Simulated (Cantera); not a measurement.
A perfectly stirred reactor is fed with CH4 : H2 : O2 = 0.019 : 1 : 0.0074 (molar parts), equivalence ratio 73, at 35.3 Torr; it is held at 2600 K, and followed from long to short residence time.

Computed with Cantera and GRI-Mech 3.0 (53 species, 325 reactions). Radical loss at walls, strong at low pressure, is not modelled.

Problem. What does this change do: temperature 2600 to 1900 K?

Solution. 
```
quantity                  before    after
----------------------  --------  -------
x(CH4) at τ = 0.320 s    1.78e-5  0.00430
x(H2) at τ = 0.320 s       0.844    0.971
x(O2) at τ = 0.320 s     1.32e-7  1.08e-5
x(C2H2) at τ = 0.320 s   0.00187  0.00592
x(C2H6) at τ = 0.320 s  1.24e-11  1.61e-7
x(CH4) at τ = 34.0 ms   0.000200  0.00897
x(H2) at τ = 34.0 ms       0.906    0.968
x(O2) at τ = 34.0 ms     2.34e-6  8.75e-5
x(C2H2) at τ = 34.0 ms   0.00301  0.00397
x(C2H6) at τ = 34.0 ms   1.02e-9  8.27e-7
```

Problem. What does this change do: pressure from 35.3 Torr to 100.0 Torr?

Solution. 
```json
[
 {"quantity": "x(CH4) at τ = 0.320 s", "before": "1.78e-5", "after": "2.72e-5"},
 {"quantity": "x(H2) at τ = 0.320 s", "before": "0.844", "after": "0.888"},
 {"quantity": "x(O2) at τ = 0.320 s", "before": "1.32e-7", "after": "6.96e-8"},
 {"quantity": "x(C2H2) at τ = 0.320 s", "before": "0.00187", "after": "0.00191"},
 {"quantity": "x(C2H6) at τ = 0.320 s", "before": "1.24e-11", "after": "2.86e-11"},
 {"quantity": "x(CH4) at τ = 34.0 ms", "before": "0.000200", "after": "0.000115"},
 {"quantity": "x(H2) at τ = 34.0 ms", "before": "0.906", "after": "0.904"},
 {"quantity": "x(O2) at τ = 34.0 ms", "before": "2.34e-6", "after": "7.97e-7"},
 {"quantity": "x(C2H2) at τ = 34.0 ms", "before": "0.00301", "after": "0.00243"},
 {"quantity": "x(C2H6) at τ = 34.0 ms", "before": "1.02e-9", "after": "4.44e-10"}
]
```

Problem. What does this change do: O2 0.0074 to 0.049 parts?

Solution. 
```
quantity                  before     after
----------------------  --------  --------
x(CH4) at τ = 0.320 s    1.78e-5   4.73e-7
x(H2) at τ = 0.320 s       0.844     0.771
x(O2) at τ = 0.320 s     1.32e-7   1.27e-5
x(C2H2) at τ = 0.320 s   0.00187   2.70e-9
x(C2H6) at τ = 0.320 s  1.24e-11    <1e-12
x(CH4) at τ = 34.0 ms   0.000200   1.85e-5
x(H2) at τ = 34.0 ms       0.906     0.818
x(O2) at τ = 34.0 ms     2.34e-6   1.73e-5
x(C2H2) at τ = 34.0 ms   0.00301   1.86e-6
x(C2H6) at τ = 34.0 ms   1.02e-9  9.89e-12
```
The temperature is held fixed by assumption; the heat of reaction is taken as removed at once.
